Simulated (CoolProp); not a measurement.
Aqueous magnesium chloride as a coolant, at 26 °C, 1 atm.

Model: Melinder's fits for secondary coolants, in CoolProp.

| mass % | freezing point (°C) | density (kg/m³) | conductivity (W/(m K)) | cp (kJ/(kg K)) | viscosity (mPa s) |
|---|---|---|---|---|---|
| 1.3 | (withheld) | 1008 | 0.604 | 4.107 | 0.962 |
| 5.6 | -3.4 | 1043 | 0.596 | 3.866 | 1.06 |
| 9.8 | (withheld) | 1080 | 0.587 | (withheld) | 1.25 |
| 14.1 | -15.1 | 1118 | 0.575 | 3.403 | 1.59 |
| 18.3 | (withheld) | 1156 | 0.563 | (withheld) | 1.92 |
| 22.6 | -37.9 | 1199 | 0.550 | 3.006 | 3.38 |
| 26.8 | -63.3 | 1248 | (withheld) | 2.772 | 38.7 |

Q: Complete the blanks.

A: 
- 1.3, freezing point (°C): -0.8
- 9.8, freezing point (°C): -8.0
- 9.8, cp (kJ/(kg K)): 3.630
- 18.3, freezing point (°C): -24.1
- 18.3, cp (kJ/(kg K)): 3.204
- 26.8, conductivity (W/(m K)): 0.530
